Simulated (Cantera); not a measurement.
An isothermal, constant-pressure homogeneous reactor starts with CH₄ : O₂ : N₂ = 0.029 : 0.011 : 1 (molar parts), equivalence ratio 5.3, at 1175 K and 4.50 bar. Integrator tolerance rtol = 1e-08.

Detailed kinetics in Cantera: GRI-Mech 3.0 (53 species, 325 reactions). GRI-Mech 3.0 stops at C3 and has no aromatics, soot or wall deposition, so with more carbon than oxygen in the feed, carbon stays in small species such as C2H2 where larger ones or solid carbon would form.

### Question
What does this change do: O2 0.011 to 0.016 parts?

### Answer
| quantity | before | after |
|---|---|---|
| x(CH₄) at 80.0 s | 0.0165 (gas-phase equilibrium 0.00582) | 0.0129 (gas-phase equilibrium 2.29e-5) |
| x(O₂) at 80.0 s | 8.89e-11 (gas-phase equilibrium <1e-12) | <1e-12 (gas-phase equilibrium <1e-12) |
| x(C₂H₆) at 80.0 s | 6.89e-6 (gas-phase equilibrium 5.32e-7) | 6.67e-6 (gas-phase equilibrium 6.73e-12) |
| x(CO₂) at 80.0 s | 0.00131 (gas-phase equilibrium 1.30e-6) | 0.00223 (gas-phase equilibrium 0.000787) |
| x(NO₂) at 80.0 s | <1e-12 (gas-phase equilibrium <1e-12) | <1e-12 (gas-phase equilibrium <1e-12) |
| x(H₂) at 80.0 s | 0.00937 (gas-phase equilibrium 0.0420) | 0.0114 (gas-phase equilibrium 0.0513) |

### Question
What does this change do: 0.051 parts H2 added?

### Answer
```tsv
quantity	before	after
x(CH₄) at 80.0 s	0.0165 (gas-phase equilibrium 0.00582)	0.0198 (gas-phase equilibrium 0.00601)
x(O₂) at 80.0 s	8.89e-11 (gas-phase equilibrium <1e-12)	<1e-12 (gas-phase equilibrium <1e-12)
x(C₂H₆) at 80.0 s	6.89e-6 (gas-phase equilibrium 5.32e-7)	1.50e-5 (gas-phase equilibrium 2.81e-7)
x(CO₂) at 80.0 s	0.00131 (gas-phase equilibrium 1.30e-6)	0.000572 (gas-phase equilibrium 4.66e-6)
x(NO₂) at 80.0 s	<1e-12 (gas-phase equilibrium <1e-12)	<1e-12 (gas-phase equilibrium <1e-12)
x(H₂) at 80.0 s	0.00937 (gas-phase equilibrium 0.0420)	0.0452 (gas-phase equilibrium 0.0847)
```

### Question
What does this change do: pressure from 4.50 bar to 3.00 bar?

### Answer
```
quantity                                            before                                    after
-----------------  ---------------------------------------  ---------------------------------------
x(CH₄) at 80.0 s    0.0165 (gas-phase equilibrium 0.00582)   0.0163 (gas-phase equilibrium 0.00553)
x(O₂) at 80.0 s    8.89e-11 (gas-phase equilibrium <1e-12)   1.96e-8 (gas-phase equilibrium <1e-12)
x(C₂H₆) at 80.0 s  6.89e-6 (gas-phase equilibrium 5.32e-7)  5.10e-6 (gas-phase equilibrium 4.75e-7)
x(CO₂) at 80.0 s   0.00131 (gas-phase equilibrium 1.30e-6)  0.00117 (gas-phase equilibrium 6.20e-7)
x(NO₂) at 80.0 s     <1e-12 (gas-phase equilibrium <1e-12)    <1e-12 (gas-phase equilibrium <1e-12)
x(H₂) at 80.0 s     0.00937 (gas-phase equilibrium 0.0420)   0.00988 (gas-phase equilibrium 0.0424)
```
